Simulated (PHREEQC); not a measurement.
Make-up at 25 °C: 0.011 mol/kgw H2SO4 and 0.13 mol/kgw KH2PO4. Closed to the air; pH follows from the charge balance.

Equilibrium calculation in PHREEQC: ion-association model, wateq4f.dat.

Each row changes one thing in this solution. Precipitation was switched off in this run.

```csv
case,pH,ionic strength (mol/kgw),H2PO4- (mol/kgw),H3PO4 (mol/kgw),SO4-2 (mol/kgw),KSO4- (mol/kgw)
as made,2.79,0.138,0.111,0.0195,0.00810,0.00234
0.13 mol/kgw Na2CO3 added,7.46,0.470,0.0173,?,0.00769,0.00131
H2SO4 from 0.011 to 0.0055 mol/kgw,3.12,0.134,0.120,0.00996,0.00415,0.00122
temperature from 25 to 15 °C,2.75,?,0.111,0.0193,?,0.00206
KH2PO4 from 0.13 to 0.013 mol/kgw,2.02,?,0.00591,0.00709,0.00677,0.000314
0.0081 mol/kgw Cs2SO4 added,2.80,0.159,0.111,0.0191,0.0143,0.00386
diluted 5-fold with water,?,0.0289,0.0229,0.00306,0.00190,0.000181
```

Q: Some entries are withheld; supply them.

A: 
- 0.13 mol/kgw Na2CO3 added, H3PO4 (mol/kgw): 5.50e-8
- temperature from 25 to 15 °C, ionic strength (mol/kgw): 0.139
- temperature from 25 to 15 °C, SO4-2 (mol/kgw): 0.00841
- KH2PO4 from 0.13 to 0.013 mol/kgw, ionic strength (mol/kgw): 0.0304
- diluted 5-fold with water, pH: 2.97

H3PO4, which wateq4f.dat lacks, is added to it with the constant of phreeqc.dat.
